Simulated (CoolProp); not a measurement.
Saturation properties of ethylene.

Model: reference Helmholtz-energy equation of state, Smukala 2000, in CoolProp.

```tsv
T (K)	p (MPa)	liquid cp (kJ/(kg K))	vapour Z
170.8	0.1101	2.420	0.9648
177.9	0.1630	2.436	0.9535
184.9	0.2323	2.457	0.9404
191.9	0.3219	2.485	0.9251
198.9	0.4353	2.522	0.9076
206	0.5781	2.569	0.8876
213	0.7500	2.627	0.8654
220	0.9566	2.700	0.8407
227.1	1.206	2.794	0.8128
234.1	1.494	2.913	0.7822
241.1	1.829	3.071	0.7482
248.1	2.215	3.289	0.7103
255.2	2.664	3.615	0.6666
262.2	3.169	4.147	0.6168
269.2	3.742	5.212	0.5567
```

It boils at 169.4 K under 1 atm.
